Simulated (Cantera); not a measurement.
An isothermal plug-flow reactor at 850 K and 2.80 bar (inlet), inlet velocity 1.8 m/s, active area per volume 750 1/m; feed CH₄ : O₂ : N₂ : H₂O = 0.0023 : 0.011 : 0.79 : 0.014 (molar parts), equivalence ratio 0.42.

Model: Deutschmann's 1995 Pt surface mechanism with GRI-Mech 3.0 gas chemistry, integrated in Cantera. Catalytic surfaces can have several steady states; this one follows from the mechanism file's or the stated starting coverage. Mass transfer to the wall is taken as infinitely fast.

x: gas mole fraction; θ: surface coverage.

```json
[
 {"z (m)": "0.00016", "x CH₄": "0.00281", "x O₂": "0.0135", "x H₂O": "0.0171", "x CO₂": "1.95e-6", "x CO": "?", "θ free Pt": "0.0918", "θ O*": "0.903", "θ OH*": "0.00524"},
 {"z (m)": "0.00027", "x CH₄": "0.00281", "x O₂": "0.0135", "x H₂O": "0.0171", "x CO₂": "3.30e-6", "x CO": "?", "θ free Pt": "0.0919", "θ O*": "0.903", "θ OH*": "0.00524"},
 {"z (m)": "0.00044", "x CH₄": "0.00281", "x O₂": "0.0134", "x H₂O": "0.0171", "x CO₂": "5.40e-6", "x CO": "?", "θ free Pt": "0.0919", "θ O*": "0.903", "θ OH*": "0.00524"},
 {"z (m)": "0.00074", "x CH₄": "0.00280", "x O₂": "0.0134", "x H₂O": "0.0171", "x CO₂": "9.14e-6", "x CO": "?", "θ free Pt": "0.0919", "θ O*": "0.903", "θ OH*": "0.00524"},
 {"z (m)": "0.0012", "x CH₄": "0.00280", "x O₂": "0.0134", "x H₂O": "0.0172", "x CO₂": "1.49e-5", "x CO": "?", "θ free Pt": "0.0919", "θ O*": "0.903", "θ OH*": "0.00524"},
 {"z (m)": "0.0021", "x CH₄": "0.00279", "x O₂": "0.0134", "x H₂O": "0.0172", "x CO₂": "2.63e-5", "x CO": "5.82e-7", "θ free Pt": "0.0920", "θ O*": "0.903", "θ OH*": "0.00525"},
 {"z (m)": "0.0034", "x CH₄": "0.00277", "x O₂": "0.0134", "x H₂O": "0.0172", "x CO₂": "4.29e-5", "x CO": "6.24e-7", "θ free Pt": "0.0920", "θ O*": "0.903", "θ OH*": "0.00526"},
 {"z (m)": "0.0057", "x CH₄": "0.00274", "x O₂": "0.0133", "x H₂O": "0.0173", "x CO₂": "7.20e-5", "x CO": "6.30e-7", "θ free Pt": "0.0922", "θ O*": "0.903", "θ OH*": "0.00527"},
 {"z (m)": "0.0095", "x CH₄": "0.00269", "x O₂": "0.0132", "x H₂O": "0.0174", "x CO₂": "0.000120", "x CO": "6.20e-7", "θ free Pt": "0.0924", "θ O*": "0.902", "θ OH*": "0.00529"},
 {"z (m)": "0.016", "x CH₄": "0.00261", "x O₂": "0.0131", "x H₂O": "0.0175", "x CO₂": "0.000200", "x CO": "6.03e-7", "θ free Pt": "0.0927", "θ O*": "0.902", "θ OH*": "0.00532"}
]
```

Problem. Some entries are withheld; supply them.

Solution. 
- 0.00016, x CO: 1.08e-7
- 0.00027, x CO: 1.71e-7
- 0.00044, x CO: 2.55e-7
- 0.00074, x CO: 3.67e-7
- 0.0012, x CO: 4.80e-7
